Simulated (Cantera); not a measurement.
**CS₂ + H₂ (abatement and gas-phase synthesis)**

Feed: 1 mol CS₂, 5 mol H₂, held at 2473 K.

Cantera equilibrium calculation (NASA polynomials, part measured and part estimated; ideal gas, pure solids and liquids). Candidate condensed phases: C, C₆H₆, C₇H₈, C₈H₁₈, S; 83 gas species. The ideal-gas law is rough above about 30 bar. Kinetics and transport are ignored.

From 0.000100 bar to 2.10 bar nothing is condensed. From 25.0 bar to 300 bar the condensed part is C(graphite). The main C-bearing gas is CS at 0.000100 bar and CS₂ at 300 bar.

```csv
P (Pa),x H₂,x H,x H₂S,x CS,x S,x CS₂,x S₂,x SH,x CH₄,n C(graphite)
10,0.103,0.714,4.91e-6,0.0919,0.0897,6.65e-5,0.000527,0.00123,5.64e-12,0
120,0.379,0.396,0.000226,0.115,0.0930,0.00104,0.00680,0.00846,1.12e-9,0
1400,0.609,0.147,0.00246,0.131,0.0540,0.00799,0.0268,0.0213,6.61e-8,0
17000,0.713,0.0457,0.0114,0.122,0.0175,0.0294,0.0343,0.0261,3.15e-6,0
210000,0.747,0.0133,0.0343,0.0901,0.00409,0.0624,0.0230,0.0219,0.000135,0
2500000,0.733,0.00382,0.107,0.0328,0.00110,0.0725,0.0197,0.0200,0.00211,0.293
30000000,0.645,0.00103,0.251,0.00726,0.000243,0.0425,0.0116,0.0144,0.0196,0.555
```
x: gas mole fraction; n: condensed amount in mol.
